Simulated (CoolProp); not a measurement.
The numbers come from the reference Helmholtz-energy equation of state, Zhou 2012 in CoolProp.

Q: Give the vapour pressure (bar), liquid density (kg/m³), enthalpy of vaporisation (kJ/kg) of saturated ethylbenzene at 200.25 °C.

A: 
```json
[
 {"T (°C)": "200.25", "p (bar)": "4.34", "liquid density (kg/m³)": "692", "enthalpy of vaporisation (kJ/kg)": "291"}
]
```
